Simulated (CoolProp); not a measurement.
Saturated liquid density (kg/m³) of R113: the reference equation beside estimates from Tc = 487.2 K, pc = 3.392 MPa, ω = 0.253.

Computed with CoolProp (reference Helmholtz-energy equation of state, Marx 1992).

```
T (K)   reference  van der Waals  Redlich-Kwong  Soave-Redlich-Kwong  Peng-Robinson
-----  ----------  -------------  -------------  -------------------  -------------
285.4  (withheld)          976.5           1440                 1481           1671
301.9        1554          954.1           1401                 1446           1633
318.5        1514          930.3           1360                 1408           1592
335          1472          905.2     (withheld)           (withheld)     (withheld)
351.5        1429          878.5           1268                 1321           1497
368.1        1383          849.8           1217                 1272           1442
384.6        1335          818.9           1161                 1217     (withheld)
401.1        1282          785.2           1100                 1156           1312
417.7        1224     (withheld)     (withheld)                 1086           1233
434.2        1158          705.5          957.1                 1007           1141
```

Q: Some entries are withheld; supply them.

A: 
- 285.4, reference: 1593
- 335, Redlich-Kwong: 1315
- 335, Soave-Redlich-Kwong: 1367
- 335, Peng-Robinson: 1547
- 384.6, Peng-Robinson: 1381
- 417.7, van der Waals: 747.7
- 417.7, Redlich-Kwong: 1033

Absolute difference from the reference over all 10 rows, mean and median: van der Waals 38.7 and 38.6 %, Redlich-Kwong 12.4 and 11.6 %, Soave-Redlich-Kwong 8.7 and 7.8 %, Peng-Robinson 3.7 and 4.5 %.
